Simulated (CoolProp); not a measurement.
Properties of R407C along the isobar 1.01 bar.

The numbers come from the reference Helmholtz-energy equation of state, Lemmon 2003 in CoolProp. It is a pseudo-pure fit of the blend.

| T (°C) | phase | density (kg/m³) | cp (kJ/(kg K)) | isothermal compressibility (1/MPa) | viscosity (µPa s) |
|---|---|---|---|---|---|
| -57.05 | liquid | 1421 | 1.295 | 0.001444 | 429 |
| -51.15 | liquid | 1404 | 1.302 | 0.001570 | 398 |
| -33.35 | gas | 4.541 | 0.7851 | 10.32 | 9.69 |
| -27.45 | gas | 4.414 | 0.7847 | 10.27 | 9.95 |
| -21.55 | gas | 4.296 | 0.7867 | 10.23 | 10.2 |
| -15.65 | gas | 4.185 | 0.7905 | 10.20 | 10.5 |
| -9.65 | gas | 4.079 | 0.7956 | 10.17 | 10.7 |
| -3.75 | gas | 3.981 | 0.8015 | 10.15 | 11.0 |

Viscosity comes from a separate model (Geller 2000).
